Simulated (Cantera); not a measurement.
Input: 1 mol FeS2, 0.23 mol SO2, 0.095 mol CO2, held at 577 °C and 3.40 bar.

Cantera equilibrium calculation (NASA polynomials, part measured and part estimated; ideal gas, pure solids and liquids). Candidate condensed phases: C, Fe, Fe(CO)5, FeO, FeS, FeSO4, FeS2, Fe2O3, Fe2(SO4)3, Fe3O4, S; 25 gas species. Gases not in the tables: S3 to S7. The numbers say what is thermodynamically allowed, not how fast it happens.

Base state: SO2 0.705, CO2 0.292, S2 0.00216, S2O 0.000723, COS 3.34e-5, CO 1.33e-5 (mole fractions); condensed: FeS2(s) + Fe3O4(s).

Q: What changes in the equilibrium state with this change: temperature from 577 °C to 1277 °C?

A: 
| species | before | after |
|---|---|---|
| S2 | 0.00216 | 0.582 |
| SO2 | 0.705 | 0.276 |
| CO2 | 0.292 | 0.0948 |
| CO | 1.33e-5 | 0.0180 |
| S2O | 0.000723 | 0.0235 |
| S | <1e-9 | 2.95e-5 |
| CS2 | <1e-9 | 1.48e-5 |
| SO | 6.65e-7 | 0.00397 |
| COS | 3.34e-5 | 0.00244 |
| FeS2(s), mol | 0.999 | 0 |
| Fe3O4(s), mol | 0.000222 | 0 |
| FeS(l), mol | 0 | 1.00 |
FeS: taken at fixed stoichiometry.

Q: What changes in the equilibrium state with this change: 0.025 mol H2 added?

A: 
| species | before | after |
|---|---|---|
| SO2 | 0.705 | 0.634 |
| CO2 | 0.292 | 0.277 |
| H2O | 0 | 0.0697 |
| S2 | 0.00216 | 0.0136 |
| H2S | 0 | 0.00317 |
| H2 | 0 | 1.62e-5 |
| COS | 3.34e-5 | 0.000133 |
| FeS2(s), mol | 0.999 | 1.00 |
| Fe3O4(s), mol | 0.000222 | 0 |
Further candidate phases: C6H6, C7H8, C8H18, Fe(OH)2, Fe(OH)3, H2O, H2SO4.
